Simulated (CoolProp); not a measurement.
Methane along the isobar 6860 kPa: fugacity coefficient from the reference equation and from simpler models built on Tc = -82.6 °C, pc = 4599 kPa, ω = 0.011; each cubic takes its own stable root.

Computed with CoolProp (reference Helmholtz-energy equation of state, Setzmann 1991).

```csv
T (°C),phase,reference,van der Waals,Redlich-Kwong,Soave-Redlich-Kwong,Peng-Robinson
-134.75,liquid,0.09624,0.1852,0.09023,0.09741,0.09445
-118.35,liquid,0.1889,0.2830,0.1877,0.1928,0.1853
-101.95,liquid,0.3147,___,0.3196,0.3215,0.3077
-85.55,liquid,0.4626,0.5083,0.4693,0.4694,0.4487
-69.15,supercritical,0.6066,0.6158,0.6069,0.6075,___
-52.75,supercritical,0.7000,0.6972,0.6973,0.6990,0.6693
-36.35,supercritical,0.7622,0.7525,0.7588,0.7621,0.7315
-19.95,supercritical,0.8088,0.7942,0.8050,0.8098,0.7793
-3.55,supercritical,0.8449,0.8271,0.8410,___,0.8173
12.85,supercritical,0.8737,0.8537,0.8695,0.8771,0.8481
29.25,supercritical,0.8969,0.8756,0.8926,0.9012,0.8732
45.65,supercritical,0.9159,0.8938,0.9114,0.9210,0.8941
62.05,supercritical,0.9315,0.9091,0.9269,0.9372,0.9114
```

Problem. What belongs in the gaps?

Solution. 
- -101.95, van der Waals: 0.3935
- -69.15, Peng-Robinson: 0.5806
- -3.55, Soave-Redlich-Kwong: 0.8472
